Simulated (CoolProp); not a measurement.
Values from CoolProp's reference Helmholtz-energy equation of state, Marx 1992.

Question: Give the vapour pressure (MPa), enthalpy of vaporisation (kJ/kg), vapour Z of saturated R113 at 89.85, 113.85 °C.

Answer: 
```tsv
T (°C)	p (MPa)	enthalpy of vaporisation (kJ/kg)	vapour Z
89.85	0.341	129	0.902
113.85	0.597	119	0.854
```
